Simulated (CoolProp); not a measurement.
Model: reference Helmholtz-energy equation of state, Gao 2016, in CoolProp.

For sulfur dioxide, give the phase and the cp (kJ/(kg K)) at 227.1 K and 0.101 MPa; 525 K and 0.101 MPa.


- 227.1 K and 0.101 MPa: liquid; cp 1.36
- 525 K and 0.101 MPa: gas; cp 0.739
